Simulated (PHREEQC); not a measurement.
2.3 g of hydrous ferric oxide (600 m²/g; 0.2 weak and 0.005 strong sites per Fe, Dzombak-Morel constants, diffuse double layer) in 1 kg of water with 0.1 mol/kgw of an inert sodium salt, at 25 °C; the pH is set by adding NaOH or the inert anion's acid. Oxygen is held at 0.21 atm. The system is closed to CO2. Nothing may precipitate in this run.

Computed with PHREEQC (ion-association model, wateq4f.dat).

Problem. Predict surface charge σ (C/m²) at pH = 3, 4.5, 6.5, 7, 7.5.

Solution. 
```tsv
pH	surface charge σ (C/m²)
3	0.363
4.5	0.273
6.5	0.074
7	0.045
7.5	0.022
```

The oxide is taken as insoluble; below pH 4 it would dissolve.
